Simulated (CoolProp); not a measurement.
Vapour-liquid equilibrium of ethylbenzene (1) + o-xylene (2) at 44.05 °C; x and y are mole fractions of (1).

The numbers come from the multi-fluid Helmholtz-energy mixture model, Zhou 2012 and Zhou 2012; pair parameters Bell 2016 in CoolProp.

```json
[
 {"x": "0.05", "bubble pressure, mixture model (MPa)": "0.002590", "bubble pressure, Raoult's law (MPa)": "0.002588", "y, mixture model": "0.069", "y, Raoult's law": "0.068"},
 {"x": "0.15", "bubble pressure, mixture model (MPa)": "0.002696", "bubble pressure, Raoult's law (MPa)": "0.002687", "y, mixture model": "0.200", "y, Raoult's law": "0.197"},
 {"x": "0.25", "bubble pressure, mixture model (MPa)": "0.002805", "bubble pressure, Raoult's law (MPa)": "0.002785", "y, mixture model": "0.322", "y, Raoult's law": "0.316"},
 {"x": "0.35", "bubble pressure, mixture model (MPa)": "0.002914", "bubble pressure, Raoult's law (MPa)": "0.002883", "y, mixture model": "0.435", "y, Raoult's law": "0.428"},
 {"x": "0.45", "bubble pressure, mixture model (MPa)": "0.003021", "bubble pressure, Raoult's law (MPa)": "0.002981", "y, mixture model": "0.538", "y, Raoult's law": "0.532"},
 {"x": "0.55", "bubble pressure, mixture model (MPa)": "0.003124", "bubble pressure, Raoult's law (MPa)": "0.003080", "y, mixture model": "0.632", "y, Raoult's law": "0.629"},
 {"x": "0.65", "bubble pressure, mixture model (MPa)": "0.003223", "bubble pressure, Raoult's law (MPa)": "0.003178", "y, mixture model": "0.720", "y, Raoult's law": "0.720"},
 {"x": "0.75", "bubble pressure, mixture model (MPa)": "0.003316", "bubble pressure, Raoult's law (MPa)": "0.003276", "y, mixture model": "0.803", "y, Raoult's law": "0.806"},
 {"x": "0.85", "bubble pressure, mixture model (MPa)": "0.003403", "bubble pressure, Raoult's law (MPa)": "0.003374", "y, mixture model": "0.883", "y, Raoult's law": "0.887"},
 {"x": "0.95", "bubble pressure, mixture model (MPa)": "0.003484", "bubble pressure, Raoult's law (MPa)": "0.003473", "y, mixture model": "0.961", "y, Raoult's law": "0.963"}
]
```

The largest gap from Raoult's law is +1.4 % in bubble pressure, at x = 0.55. No azeotrope shows between x = 0.05 and 0.95.

Pair parameters are fitted to limited data, so mixtures are less certain than the pure fluids.
